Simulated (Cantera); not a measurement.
Charge: 1 mol SiH2Cl2, a varied amount of N2, at 825 K and 133 Pa.

Method: chemical equilibrium by Gibbs-energy minimisation in Cantera with the NASA 1993 tables (ideal gas, pure condensed phases). Candidate condensed phases: NH4Cl, Si, Si3N4; 28 gas species. N2 is the only nitrogen source here; it is nearly inert below about 1500 K, so the nitride shown seldom forms there in practice. Rates play no part.

Q: At 4.5 mol N2, list the 5 most abundant gas species with their mole fractions, and the condensed phases.

A: N2 0.689, HCl 0.205, H2 0.0710, SiCl4 0.0355, SiHCl3 1.52e-5. Condensed: Si3N4(s).
